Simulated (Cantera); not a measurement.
Input: 1 mol NH3, 0.55 mol SO2, 15 mol H2, at 1.00 bar.

Cantera equilibrium calculation (NASA polynomials, part measured and part estimated; ideal gas, pure solids and liquids). Candidate condensed phases: H2O, H2SO4, S; 35 gas species. Kinetics and transport are ignored.

log p: log10 of the partial pressure in bar; nothing condenses.

```json
[
 {"T (K)": "1498", "log p H2": "-0.06", "log p H2O": "-1.19", "log p H2S": "-1.49", "log p N2": "-1.53", "log p SH": "…"},
 {"T (K)": "1548", "log p H2": "-0.06", "log p H2O": "-1.19", "log p H2S": "-1.50", "log p N2": "-1.53", "log p SH": "…"},
 {"T (K)": "1598", "log p H2": "-0.06", "log p H2O": "-1.19", "log p H2S": "-1.50", "log p N2": "-1.53", "log p SH": "…"},
 {"T (K)": "1648", "log p H2": "-0.06", "log p H2O": "-1.19", "log p H2S": "-1.51", "log p N2": "-1.53", "log p SH": "…"},
 {"T (K)": "1698", "log p H2": "-0.06", "log p H2O": "-1.19", "log p H2S": "-1.51", "log p N2": "-1.53", "log p SH": "…"},
 {"T (K)": "1748", "log p H2": "-0.06", "log p H2O": "-1.19", "log p H2S": "-1.52", "log p N2": "-1.53", "log p SH": "…"},
 {"T (K)": "1798", "log p H2": "-0.06", "log p H2O": "-1.19", "log p H2S": "-1.54", "log p N2": "-1.53", "log p SH": "…"},
 {"T (K)": "1848", "log p H2": "-0.06", "log p H2O": "-1.19", "log p H2S": "-1.55", "log p N2": "-1.53", "log p SH": "…"},
 {"T (K)": "1898", "log p H2": "-0.06", "log p H2O": "-1.19", "log p H2S": "-1.57", "log p N2": "-1.53", "log p SH": "…"},
 {"T (K)": "1948", "log p H2": "-0.06", "log p H2O": "-1.19", "log p H2S": "-1.59", "log p N2": "-1.53", "log p SH": "…"},
 {"T (K)": "1998", "log p H2": "-0.06", "log p H2O": "-1.19", "log p H2S": "-1.61", "log p N2": "-1.53", "log p SH": "…"}
]
```

Problem. Some entries are withheld; supply them.

Solution. 
- 1498, log p SH: -3.82
- 1548, log p SH: -3.64
- 1598, log p SH: -3.47
- 1648, log p SH: -3.31
- 1698, log p SH: -3.17
- 1748, log p SH: -3.03
- 1798, log p SH: -2.91
- 1848, log p SH: -2.79
- 1898, log p SH: -2.69
- 1948, log p SH: -2.59
- 1998, log p SH: -2.50
